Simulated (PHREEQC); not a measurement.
A solution holds 0.082 mol HCl, 0.0053 mol Li2SO4 and 0.13 mol Fe2(SO4)3 per kg of water, at 25 °C. Closed to the air; pH follows from the charge balance.

Computed with PHREEQC (ion-association model, wateq4f.dat).

**Question.** The ionic strength comes out as 0.405 mol/kgw. What activity coefficients do Cl-, SO4-2, Fe(OH)2+, Fe+3, Fe3(OH)4+5 get?

**Answer.** Cl- 0.66, SO4-2 0.22, Fe(OH)2+ 0.70, Fe+3 0.097, Fe3(OH)4+5 0.00039.

This is a speciation only: nothing precipitates in the calculation. Examples of supersaturated solids here: Hematite (slow to form), Goethite (slow to form). Others may be too.
